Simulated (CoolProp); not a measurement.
Vapour-liquid equilibrium of R152A (1) + methanol (2) at 249 K; x and y are mole fractions of (1).

The numbers come from the multi-fluid Helmholtz-energy mixture model, Outcalt 1996 and de Reuck 1993; pair parameters Bell 2016 in CoolProp.

**Question.** Give the bubble pressure and the first vapour's composition at x = 0.35, 0.45, 0.95. Is there an azeotrope?

**Answer.** x = 0.35: 64.98 kPa, y = 0.989; x = 0.45: 67.31 kPa, y = 0.990; x = 0.95: 95.85 kPa, y = 0.998. No azeotrope shows between x = 0.05 and 0.95.

The pair parameters rest on a limited set of measurements; away from them the model extrapolates. With so large a gap from Raoult's law the liquid may split in two, which this calculation doesn't test in full.
